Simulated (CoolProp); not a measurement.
Saturation properties of octamethylcyclotetrasiloxane (D4) (Tc = 313.4 °C, pc = 1.347 MPa, ω = 0.598).

Computed with CoolProp (reference Helmholtz-energy equation of state, Thol 2015).

```
T (°C)   p (MPa)  liquid density (kg/m³)  enthalpy of vaporisation (kJ/kg)  liquid cp (kJ/(kg K))  vapour Z
------  --------  ----------------------  --------------------------------  ---------------------  --------
99.65   0.008616                   863.6                             158.8                  1.815    0.9879
109.45   0.01274                   851.6                             155.3                  1.837    0.9836
119.25   0.01835                   839.6                             151.9                  1.859    0.9784
128.95   0.02574                   827.4                             148.4                  1.882    0.9721
138.75   0.03548                   814.9                             144.9                  1.905    0.9645
148.45   0.04781                   802.4                             141.3                  1.928    0.9557
158.25   0.06350                   789.4                             137.7                  1.952    0.9454
167.95   0.08277                   776.2                             133.9                  1.976    0.9336
177.75    0.1066                   762.5                             130.1                  2.001    0.9201
187.45    0.1351                   748.6                             126.1                  2.027    0.9050
197.25    0.1696                   734.1                             122.0                  2.053    0.8879
206.95    0.2100                   719.2                             117.7                  2.081    0.8690
```

It boils at 175.7 °C under 1 atm.
